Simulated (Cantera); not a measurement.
An isothermal, constant-pressure homogeneous reactor starts with CH2O : O2 : N2 = 0.0031 : 0.013 : 1 (molar parts), equivalence ratio 0.24, at 1050 K and 0.550 bar. Integrator tolerance rtol = 1e-08.

Model: GRI-Mech 3.0 (53 species, 325 reactions), integrated in Cantera.

Q: What does this change do: 0.049 parts CH4 added?

A: 
```csv
quantity,before,after
x(CH2O) at 7.00 s,<1e-12 (gas-phase equilibrium <1e-12),8.32e-5 (gas-phase equilibrium 3.93e-10)
x(O2) at 7.00 s,0.00974 (gas-phase equilibrium 0.00974),0.00709 (gas-phase equilibrium <1e-12)
x(N2O) at 7.00 s,2.40e-7 (gas-phase equilibrium 8.30e-10),1.82e-9 (gas-phase equilibrium <1e-12)
x(CO) at 7.00 s,3.71e-7 (gas-phase equilibrium 1.29e-11),0.00614 (gas-phase equilibrium 0.0263)
x(HCN) at 7.00 s,<1e-12 (gas-phase equilibrium <1e-12),<1e-12 (gas-phase equilibrium 0.000935)
x(C2H4) at 7.00 s,<1e-12 (gas-phase equilibrium <1e-12),0.000456 (gas-phase equilibrium 6.08e-5)
```
GRI-Mech 3.0 stops at C3 and has no aromatics, soot or wall deposition, so with more carbon than oxygen in the feed, carbon stays in small species such as C2H2 where larger ones or solid carbon would form.
